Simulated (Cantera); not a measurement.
Transport properties of process gases

Gas mixture: N2O : N2 = 0.17 : 0.65 (molar parts), at 3.60 Torr, frozen composition.

Cantera's kinetic-theory transport with the Lennard-Jones parameters of GRI-Mech 3.0, ideal gas; thermal conductivity in the mixture-averaged form. The composition is frozen, though it would react at the higher temperatures.

```tsv
T (K)	ρ (kg/m³)	cp (J/kg/K)	μ (µPa s)	λ (mW/m/K)	Pr	D (cm²/s) H	D (cm²/s) NH3	D (cm²/s) NO
400	0.00452	1024	21.6	31.1	0.712	410	75.2	67.2
650	0.00278	1096	30.8	47.4	0.712	953	184	154
900	0.00201	1170	38.4	62.6	0.718	1660	327	267
1150	0.00157	1222	45.3	76.9	0.719	2500	500	402
1400	0.00129	1259	51.5	90.3	0.718	3470	700	558
1650	0.00110	1287	57.4	103	0.718	4560	924	734
1900	0.000952	1309	62.9	115	0.717	5770	1170	927
```
D: mixture-averaged diffusion coefficient of that species in the mixture.
